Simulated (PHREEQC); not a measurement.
Consider water at 50 °C with 0.047 mol HF, 0.012 mol (CH3)4NF and 0.00087 mol HCl per kg of water. Closed to the air; pH follows from the charge balance.

Model: ion-association model, phreeqc.dat, run in PHREEQC.

This is a speciation only: nothing precipitates in the calculation.

### Question
Predict the pH, ionic strength.

### Answer
pH 2.73; ionic strength 0.0141 mol/kgw.

### Question
In which forms is F present?

### Answer
HF 74 %, F- 19 %, HF2- 7.1 % of the F.

Complexes and solids missing from the database can't appear. (CH3)4N+ isn't in the database: it is added as a free cation with an ion size of 4 Å. Constants without temperature data keep their 25 °C values here.
